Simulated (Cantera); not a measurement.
Input: 1 mol HgO, 0.087 mol H₂, 1.1 mol O₂, equilibrated at 925 K and 8.30 bar.

These are equilibrium values from Cantera (NASA tables, ideal gas, pure condensed phases), not measurements of a reactor. Candidate condensed phases: H₂O, Hg, HgO; 10 gas species. Rates play no part.

Base state: O₂ 0.589, Hg 0.378, H₂O 0.0329 (mole fractions); condensed: gas only.

### Question
What changes in the equilibrium state with this change: H₂ from 0.087 to 2.7 mol?

### Answer
```
species  before   after
-------  ------  ------
H₂O      0.0329   0.684
Hg        0.378   0.253
O₂        0.589  0.0633
```

### Question
What changes in the equilibrium state with this change: temperature from 925 K to 775 K?

### Answer
```json
[
 {"species": "O₂", "before": "0.589", "after": "0.835"},
 {"species": "Hg", "before": "0.378", "after": "0.100"},
 {"species": "H₂O", "before": "0.0329", "after": "0.0646"},
 {"species": "HgO(s), mol", "before": "0", "after": "0.865"}
]
```
